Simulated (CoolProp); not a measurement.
Methanol at 347.99 K and 2.55 MPa flows at 13 m/s in a round tube of 4.6 mm bore and 1.5 µm roughness, fully developed (64/Re and Nu = 3.66 if laminar; Colebrook and Gnielinski if turbulent). Each further row changes one setting.

Computed with CoolProp (reference Helmholtz-energy equation of state, de Reuck 1993).

```csv
case,Reynolds number,Darcy friction factor,pressure drop (Pa/m),heat-transfer coefficient (W/(m² K)),mass flow (kg/h)
as stated,150000,0.0185,252000,31400,576
velocity 26 m/s,300000,0.0171,934000,59600,1150
diameter 9.2 mm,300000,0.0160,109000,28200,2310
```

Viscosity comes from a separate model (Xiang 2006). Thermal conductivity comes from a separate model (Sykioti 2013).
